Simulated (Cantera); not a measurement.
An adiabatic, constant-pressure homogeneous reactor starts with 3.27 % CH4, 10.1 % O2, 86.7 % N2, at 1300 K and 2500000 Pa.

Detailed kinetics in Cantera: GRI-Mech 3.0 (53 species, 325 reactions). The pressure lies above the range GRI-Mech 3.0 was tuned for (to about 10 atm).

One state of this run: T (K) = 2003; x CH4 = <1e-12; x O2 = 0.0340; x HCN = <1e-12; x NO = 0.00247; x H = 1.54e-6; x CH2 = <1e-12. x: mole fraction; the columns are a selection and need not sum to one.

Problem. Which value of t (s) does it belong to?
A) 0.000662
B) 0.700
C) 2.04e-5
D) 0.000208

Solution. B, 0.700
